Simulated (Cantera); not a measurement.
Feed: 1 mol BCl3, 0.15 mol NH3, 14 mol H2, held at 525 °C and 2400 Pa.

These are equilibrium values from Cantera (NASA tables, ideal gas, pure condensed phases), not measurements of a reactor. Candidate condensed phases: B, BN, NH4Cl; 21 gas species. Gases not in the tables: BHCl2. Rates play no part.

Base state: H2 0.915, BCl3 0.0556, HCl 0.0294 (mole fractions); condensed: BN(s).

Question: What changes in the equilibrium state with this change: temperature from 525 °C to 1075 °C?

Answer: 
```csv
species,before,after
H2,0.915,0.827
HCl,0.0294,0.164
BCl3,0.0556,0.00920
BCl,<1e-9,3.37e-5
BCl2,2.07e-9,6.86e-5
"BN(s), mol",0.150,0.150
"B(s), mol",0,0.704
```
Mutual solubility and eutectic melting of coexisting phases are not modelled. The tables' values for BCl2, BCl are old estimates; treat these amounts as uncertain.
